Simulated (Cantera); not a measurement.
Mixture: H2 : O2 : N2 = 1 : 0.714 : 3.14 (molar parts), equivalence ratio 0.70, at 1.30 bar, adiabatic and at constant pressure. Ignition delay is the time to a rise of 400 K.

Model: the H2/O2 subset of GRI-Mech 3.0, which has no nitrogen chemistry, integrated in Cantera. Where the delays flatten at high temperature, the 400 K rule measures the pace of heat release, not the induction time.

Problem. What does this change do: O2 0.714 to 0.24 parts?

Solution. 
| quantity | before | after |
|---|---|---|
| delay at 973 K | 5.23 ms | 6.31 ms |
| delay at 1173 K | 48.9 µs | 0.118 ms |
| delay at 1373 K | 21.6 µs | 64.9 µs |
| delay at 1573 K | 15.9 µs | 61.2 µs |
| delay at 1773 K | 16.0 µs | 72.4 µs |
